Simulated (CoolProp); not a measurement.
The numbers come from the reference Helmholtz-energy equation of state, Tillner-Roth 1994 in CoolProp.

Problem. For R134a, give the phase and the cp (kJ/(kg K)), speed of sound (m/s), viscosity (µPa s) at 420.6 K and 121 kPa; 203 K and 361 kPa; 391 K and 495 kPa.

Solution. 
- 420.6 K and 121 kPa: gas; cp 1.04, speed of sound 192, viscosity 16.5
- 203 K and 361 kPa: liquid; cp 1.21, speed of sound 954, viscosity 815
- 391 K and 495 kPa: gas; cp 1.02, speed of sound 181, viscosity 15.5

Viscosity comes from a separate model (Huber 2003), an estimate that may be off by 10 % or more.
